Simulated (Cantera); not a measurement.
Charge: 1 mol Fe, 0.055 mol HCl, a varied amount of N2, held at 1 atm.

Cantera equilibrium calculation (NASA polynomials, part measured and part estimated; ideal gas, pure solids and liquids). Candidate condensed phases: Fe, FeCl2, FeCl3, NH4Cl; 18 gas species. Mutual solubility and eutectic melting of coexisting phases are not modelled. The numbers say what is thermodynamically allowed, not how fast it happens.

What condenses at these points (T in °C, n(N2) in mol): (577, 0.74); (1402, 0.61); (1252, 0.47); (577, 0.2); (952, 0.47)?


| T (°C) | n(N2) in mol | condensed phases | Fe condensed (%) |
|---|---|---|---|
| 577 | 0.74 | Fe + FeCl2 | 100.0 |
| 1402 | 0.61 | Fe | 98.2 |
| 1252 | 0.47 | Fe | 98.2 |
| 577 | 0.2 | Fe + FeCl2 | 100.0 |
| 952 | 0.47 | Fe | 98.5 |
